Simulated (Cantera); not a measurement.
Thermodynamics of silicon nitride deposition, feed SiH4 + NH3 + H2

A closed system holds: 1 mol SiH4, 2.5 mol NH3, 1.6 mol H2.

These are equilibrium values from Cantera (NASA tables, ideal gas, pure condensed phases), not measurements of a reactor. Candidate condensed phases: Si, Si3N4; 18 gas species. Mutual solubility and eutectic melting of coexisting phases are not modelled. Kinetics and transport are ignored.

Task: Map the stable condensed phases over T = 950, 1050, 1150, 1250, 1350, 1450, 1550, 1650, 1750, 1850, 1950, 2050 K and P in Pa = 5, 17, 59, 210, 710, 2400, 8400, 29000, 100000.

Result: 
```
T in K \ P in Pa
              5     17     59    210    710   2400   8400  29000 100000
   2050       A      A      A      B      B      B      B      B      B
   1950       A      A      B      B      B      B      B      B      C
   1850       A      B      B      B      B      B      B      D      D
   1750       B      B      B      B      B      B      D      D      D
   1650       B      B      B      B      C      D      D      D      D
   1550       B      B      B      D      D      D      D      D      D
   1450       B      C      D      D      D      D      D      D      D
   1350       D      D      D      D      D      D      D      D      D
   1250       D      D      D      D      D      D      D      D      D
   1150       D      D      D      D      D      D      D      D      D
   1050       D      D      D      D      D      D      D      D      D
    950       D      D      D      D      D      D      D      D      D
```
A: gas only; B: Si; C: Si + Si3N4; D: Si3N4.
